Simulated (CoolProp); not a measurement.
Saturated liquid density (kg/m³) of CH2F2 (R32): the reference equation beside estimates from Tc = 351.3 K, pc = 57.83 bar, ω = 0.277. Rackett uses Z = 0.29056 − 0.08775 ω.

Model: reference Helmholtz-energy equation of state, Tillner-Roth 1997, in CoolProp.

```
T (K)  reference  Rackett  van der Waals  Redlich-Kwong  Peng-Robinson
-----  ---------  -------  -------------  -------------  -------------
258.6       1103    955.6          568.7          818.1          972.0
265.2       1082    937.7          558.2          799.2          951.6
271.8       1060    919.2          547.1          779.4            [?]
278.3        [?]    900.2          535.8          759.0          907.1
284.9       1013    880.1          523.7          737.2            [?]
291.5      987.9    859.1          510.9          714.2          855.9
298        961.6    837.2          497.6            [?]          827.8
304.6      933.2    813.5          483.2          664.3          796.8
311.2      902.6    788.1          467.7          636.4          762.9
317.8      869.1    760.5          450.8            [?]          725.5
324.3      832.4      [?]          432.5          573.7          684.4
330.9      789.7    695.4          411.4          536.7          636.7
337.5      738.0    653.5          386.7          493.6          580.4
```

Question: Some entries are withheld; supply them.

Answer: 
- 271.8, Peng-Robinson: 929.9
- 278.3, reference: 1037
- 284.9, Peng-Robinson: 882.4
- 298, Redlich-Kwong: 690.2
- 317.8, Redlich-Kwong: 606.3
- 324.3, Rackett: 730.4

Absolute difference from the reference over all 13 rows, mean and median: Rackett 12.8 and 12.9 %, van der Waals 48.2 and 48.3 %, Redlich-Kwong 28.7 and 28.2 %, Peng-Robinson 14.9 and 13.9 %.
